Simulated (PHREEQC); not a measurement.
Model water analysis in mmol/kgw, 95 °C, pH 6.53, pe 11.8: Na 347; K 0.507; Ca 49.3; Mg 26; Cl 513; S(6) 2.24; Alkalinity (meq/kgw) 0.051; Si 0.805; O(0) (counted as O atoms) 0.52.

Valence states are taken as typed.

Model: ion-association model, wateq4f.dat, run in PHREEQC.

No solid was allowed to form.

Question: What activity of water, charge-balance error does the model give?

Answer: activity of water 0.984; charge-balance error -1.9 %.

Question: In which forms is Mg present?

Answer: Mg+2 97 %, MgSO4 2.6 % of the Mg.

Saturation is exceeded, for instance for Quartz (slow to form); the values hold only as long as no solid forms. Complexes and solids missing from the database can't appear. Away from 25 °C the constants follow the database's enthalpies or fits; those with neither stay at their 25 °C values.
